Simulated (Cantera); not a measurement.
## Adiabatic ignition

An adiabatic, constant-pressure homogeneous reactor starts with CH₄ : CO : O₂ : N₂ = 0.75 : 0.048 : 1.45 : 5.44 (molar parts), at 1275 K and 760 Torr.

Cantera simulation using GRI-Mech 3.0 (53 species, 325 reactions); the numbers are that mechanism's predictions, not measurements.

| t (s) | T (K) | x CH₄ | x CO | x O₂ | x C₂H₆ | x C₂H | x CH₂ |
|---|---|---|---|---|---|---|---|
| 2.00e-6 | 1275 | 0.0976 | 0.00624 | 0.189 | <1e-12 | <1e-12 | <1e-12 |
| 6.59e-6 | 1275 | 0.0976 | 0.00624 | 0.189 | <1e-12 | <1e-12 | <1e-12 |
| 2.17e-5 | 1275 | 0.0976 | 0.00624 | 0.189 | 2.27e-12 | <1e-12 | <1e-12 |
| 7.17e-5 | 1275 | 0.0976 | 0.00624 | 0.189 | 9.32e-11 | <1e-12 | <1e-12 |
| 0.000236 | 1275 | 0.0976 | 0.00624 | 0.189 | 5.09e-9 | <1e-12 | <1e-12 |
| 0.000779 | 1275 | 0.0975 | 0.00624 | 0.189 | 4.82e-7 | <1e-12 | <1e-12 |
| 0.00257 | 1275 | 0.0974 | 0.00624 | 0.189 | 2.08e-5 | <1e-12 | 7.16e-12 |
| 0.00847 | 1280 | 0.0964 | 0.00636 | 0.188 | 0.000224 | <1e-12 | 3.96e-11 |
| 0.0279 | 2664 | <1e-12 | 0.0420 | 0.0132 | <1e-12 | <1e-12 | <1e-12 |
| 0.0920 | 2664 | <1e-12 | 0.0420 | 0.0131 | <1e-12 | <1e-12 | <1e-12 |
| 0.303 | 2664 | <1e-12 | 0.0420 | 0.0131 | <1e-12 | <1e-12 | <1e-12 |
| 1.00 | 2664 | <1e-12 | 0.0420 | 0.0131 | <1e-12 | <1e-12 | <1e-12 |
x: mole fraction; the columns are a selection and need not sum to one.

```yaml
time_of_steepest_temperature_rise: 17.2 ms
temperature at 1.00 s: 2664 K
equilibrium_temperature: 2664 K
x(CH₄) at 1.00 s: <1e-12 (gas-phase equilibrium <1e-12)
x(CO) at 1.00 s: 0.0420 (gas-phase equilibrium 0.0420)
x(O₂) at 1.00 s: 0.0131 (gas-phase equilibrium 0.0131)
```
